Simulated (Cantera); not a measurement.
**Thermodynamics of halide evaporation, hydrolysis and transport, feed NaI + N₂**

A closed system holds: 1 mol NaI, a varied amount of N₂, held at 1475 °C and 9.75 Torr.

Equilibrium computed with Cantera from the NASA thermochemical tables; the gas is ideal and each condensed phase is pure. Candidate condensed phases: I₂, Na, NaI; 7 gas species. Gases not in the tables: NaBr and NaI dimers. Equilibrium is a limit: real reactors are often held back by kinetics, nucleation or transport.

```csv
n(N₂) (mol),log p N₂,log p NaI,log p Na,log p I,log p I₂,log p Na₂
6.6,-1.96,-2.84,-3.62,-3.62,-8.19,-9.26
12,-1.93,-3.09,-3.75,-3.75,-8.44,-9.52
21,-1.91,-3.35,-3.87,-3.87,-8.69,-9.77
39,-1.90,-3.64,-4.02,-4.02,-8.99,-10.07
70,-1.89,-3.94,-4.17,-4.17,-9.29,-10.36
130,-1.89,-4.28,-4.34,-4.34,-9.62,-10.70
230,-1.89,-4.61,-4.50,-4.50,-9.95,-11.03
```
log p: log10 of the partial pressure in bar; nothing condenses.

From 6.6 mol N₂ to 230 mol N₂ nothing is condensed.
